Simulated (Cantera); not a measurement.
Feed: 1 mol SiHCl3, 0.0041 mol C3H8, 59 mol H2, held at 59.0 mbar.

Cantera equilibrium calculation (NASA polynomials, part measured and part estimated; ideal gas, pure solids and liquids). Candidate condensed phases: C, C6H6, C7H8, C8H18, Si, SiC; 109 gas species. Mutual solubility and eutectic melting of coexisting phases are not modelled. The tables' values for SiCl, SiCl3 are old estimates; treat these amounts as uncertain. Gases not in the tables: Si2H6 and higher silanes. Equilibrium is a limit: real reactors are often held back by kinetics, nucleation or transport.

log p: log10 of the partial pressure in bar; n: condensed amount in mol.

```csv
T (K),log p H2,log p H,log p HCl,log p Si,log p SiCl2,log p Cl,log p SiCl,n Si(l),n SiC(s)
1948,-1.25,-3.57,-2.63,-4.63,-3.59,…,-5.05,0.680,0.0116
2048,-1.25,-3.28,-2.62,-4.12,-3.64,…,-4.74,0.625,0.00903
2148,-1.26,-3.01,-2.62,-3.66,-3.68,…,-4.47,0.445,0
2248,-1.27,-2.77,-2.63,-3.24,-3.73,…,-4.23,0,0
2348,-1.28,-2.55,-2.61,-3.17,-4.03,…,-4.28,0,0
2448,-1.29,-2.35,-2.61,-3.13,-4.37,…,-4.38,0,0
2548,-1.31,-2.17,-2.62,-3.11,-4.72,…,-4.50,0,0
```

Question: Complete the blanks.

Answer: 
- 1948, log p Cl: -5.07
- 2048, log p Cl: -4.78
- 2148, log p Cl: -4.51
- 2248, log p Cl: -4.27
- 2348, log p Cl: -4.02
- 2448, log p Cl: -3.81
- 2548, log p Cl: -3.63
